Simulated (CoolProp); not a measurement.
A closed Brayton cycle with dry air: compressor inlet 332.15 K and 5.8 MPa, high pressure 17.5 MPa, turbine inlet 675 K, compressor efficiency 0.89, turbine efficiency 0.85, recuperator effectiveness 0 (on enthalpy, no pinch check). Each further row changes one setting.

Model: reference Helmholtz-energy equation of state, Lemmon 2000, in CoolProp. It is a pseudo-pure fit of the blend.

```csv
case,thermal efficiency (%),net work (kJ/kg),compressor to turbine work,compressor exit (K),turbine exit (K)
as stated,8.8,19.6,0.88,471.9,524.4
turbine inlet 625 K,4.3,7.16,0.95,471.9,484.0
compressor inlet 342.15 K,7.2,15.0,0.91,485.8,524.4
high pressure 14.9 MPa,9.2,22.8,0.84,448.8,544.0
recuperator effectiveness 0.5,10.0,19.6,0.88,471.9,524.4
```
